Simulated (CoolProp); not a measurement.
CH2F2 (R32) along the isotherm 391.4 K: density (kg/m³) from the reference equation and from simpler models built on Tc = 351.3 K, pc = 5.783 MPa, ω = 0.277; each cubic takes its own stable root.

The numbers come from the reference Helmholtz-energy equation of state, Tillner-Roth 1997 in CoolProp.

```tsv
p (MPa)	phase	reference	ideal gas	van der Waals	Redlich-Kwong	Soave-Redlich-Kwong	Peng-Robinson
0.0274	gas	0.4386	0.4380	0.4385	0.4385	0.4385	0.4386
0.0443	gas	0.7096	0.7082	0.7094	0.7095	0.7095	0.7096
0.0716	gas	1.148	1.145	1.148	1.148	1.148	1.148
0.116	gas	1.864	1.854	1.863	1.864	1.863	1.864
0.187	gas	3.015	2.989	3.012	3.014	3.012	3.016
0.302	gas	4.895	4.828	4.886	4.892	4.888	4.896
0.488	gas	7.980	7.801	7.956	7.970	7.959	7.982
0.788	gas	13.07	12.60	?	13.05	13.02	13.08
1.27	gas	21.58	20.30	21.42	21.51	21.42	21.59
2.06	gas	36.48	?	36.06	36.30	36.04	36.50
3.32	gas	63.25	53.07	62.22	62.78	61.92	63.24
5.37	gas	118.1	85.85	116.6	117.1	113.3	?
8.67	supercritical	265.9	138.6	291.0	265.7	236.9	250.5
```

Question: Some entries are withheld; supply them.

Answer: 
- 0.788, van der Waals: 13.01
- 2.06, ideal gas: 32.93
- 5.37, Peng-Robinson: 117.4
